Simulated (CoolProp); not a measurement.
Vapour-liquid equilibrium of R134a (1) + isobutane (2) at 252.2 K; x and y are mole fractions of (1).

Computed with CoolProp (multi-fluid Helmholtz-energy mixture model, Tillner-Roth 1994 and Bücker 2006; pair parameters Bell 2016).

```
x     bubble pressure, mixture model (MPa)  bubble pressure, Raoult's law (MPa)  y, mixture model  y, Raoult's law
----  ------------------------------------  -----------------------------------  ----------------  ---------------
0.05                               0.09916                              0.07251             0.321            0.088
0.2                                 0.1438                              0.08117             0.572            0.314
0.35                                0.1568                              0.08984             0.630            0.496
0.5                                 0.1599                              0.09850             0.649            0.647
0.65                                0.1608                               0.1072             0.664            0.773
0.8                                 0.1590                               0.1158             0.704            0.880
0.95                                0.1425                               0.1245             0.859            0.972
```

The largest gap from Raoult's law is +77.2 % in bubble pressure, at x = 0.2. y crosses x between x = 0.65 and 0.8: the model has an azeotrope there.

Pair parameters are fitted to limited data, so mixtures are less certain than the pure fluids. With so large a gap from Raoult's law the liquid may split in two, which this calculation doesn't test in full.
